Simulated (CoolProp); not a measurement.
Properties of R141b along the isobar 4.98 MPa.

Model: reference Helmholtz-energy equation of state, Lemmon 2006, in CoolProp. It is a short technical equation, of lower accuracy than the large ones.

```tsv
T (K)	phase	density (kg/m³)	cv (kJ/(kg K))
289.8	liquid	1259	0.8009
301.9	liquid	1237	0.8105
314.1	liquid	1214	[?]
326.3	liquid	1190	0.8314
338.4	liquid	1166	[?]
350.6	liquid	[?]	0.8537
362.7	liquid	1115	0.8651
374.9	liquid	1088	0.8767
387.1	liquid	1059	0.8885
399.2	liquid	[?]	0.9003
411.4	liquid	[?]	[?]
423.5	liquid	961.1	0.9245
435.7	liquid	921.7	0.9373
```

Task: What belongs in the gaps?

Result: 
- 314.1, cv (kJ/(kg K)): 0.8207
- 338.4, cv (kJ/(kg K)): 0.8424
- 350.6, density (kg/m³): 1141
- 399.2, density (kg/m³): 1029
- 411.4, density (kg/m³): 996.3
- 411.4, cv (kJ/(kg K)): 0.9123
